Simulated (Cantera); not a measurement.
Charge: 1 mol SiH₂Cl₂, 0.0067 mol Cl₂, 15 mol H₂, at 1275 °C and 750 Torr.

Method: chemical equilibrium by Gibbs-energy minimisation in Cantera with the NASA 1993 tables (ideal gas, pure condensed phases). Candidate condensed phases: Si; 19 gas species. The tables' values for SiCl₃ are old estimates; treat these amounts as uncertain. Equilibrium is a limit: real reactors are often held back by kinetics, nucleation or transport.

Base state: H₂ 0.909, HCl 0.0688, SiCl₂ 0.0173, SiCl₃ 0.00231, SiHCl₃ 0.00139, SiCl₄ 0.000863, SiH₂Cl₂ 0.000366, H 2.94e-5 (mole fractions); condensed: Si(s).

**Question.** What changes in the equilibrium state with this change: temperature from 1275 °C to 775 °C?

**Answer.** 
```json
[
 {"species": "H₂", "before": "0.909", "after": "0.957"},
 {"species": "SiCl₄", "before": "0.000863", "after": "0.0160"},
 {"species": "SiHCl₃", "before": "0.00139", "after": "0.0142"},
 {"species": "HCl", "before": "0.0688", "after": "0.0110"},
 {"species": "SiCl₂", "before": "0.0173", "after": "0.000237"},
 {"species": "H", "before": "2.94e-5", "after": "7.56e-9"},
 {"species": "SiCl₃", "before": "0.00231", "after": "0.000454"},
 {"species": "Si(s), mol", "before": "0.622", "after": "0.468"}
]
```
